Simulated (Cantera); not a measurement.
**SiH₂Cl₂ + NH₃ (silicon nitride deposition)**

Charge: 1 mol SiH₂Cl₂, 7.7 mol NH₃, equilibrated at 0.488 Torr.

Method: chemical equilibrium by Gibbs-energy minimisation in Cantera with the NASA 1993 tables (ideal gas, pure condensed phases). Candidate condensed phases: NH₄Cl, Si, Si₃N₄; 28 gas species. The tables' values for SiCl, SiCl₃ are old estimates; treat these amounts as uncertain. Equilibrium is a limit: real reactors are often held back by kinetics, nucleation or transport.

From 1475 K to 1550 K the condensed part is Si₃N₄(s). From 1575 K to 1675 K the condensed part is Si(s). The main Si-bearing gas is SiCl₂ throughout. The share of Si in condensed phases is highest at 1475 K (76.7 %) and lowest at 1675 K (57.1 %).

```csv
T (K),log p H₂,log p N₂,log p HCl,log p SiCl₂,log p H,log p Si,n Si₃N₄(s),n Si(s)
1475,-3.34,-3.89,-4.23,-5.05,-6.56,-8.67,0.256,0
1500,-3.34,-3.89,-4.26,-4.96,-6.43,-8.27,0.238,0
1525,-3.34,-3.88,-4.30,-4.89,-6.30,-7.88,0.220,0
1550,-3.34,-3.88,-4.33,-4.83,-6.17,-7.50,0.202,0
1575,-3.35,-3.84,-4.35,-4.82,-6.06,-7.24,0,0.594
1600,-3.35,-3.84,-4.35,-4.82,-5.94,-7.01,0,0.590
1625,-3.35,-3.84,-4.36,-4.82,-5.83,-6.79,0,0.585
1650,-3.35,-3.84,-4.36,-4.82,-5.72,-6.57,0,0.579
1675,-3.35,-3.84,-4.36,-4.82,-5.61,-6.36,0,0.571
```
log p: log10 of the partial pressure in bar; n: condensed amount in mol.
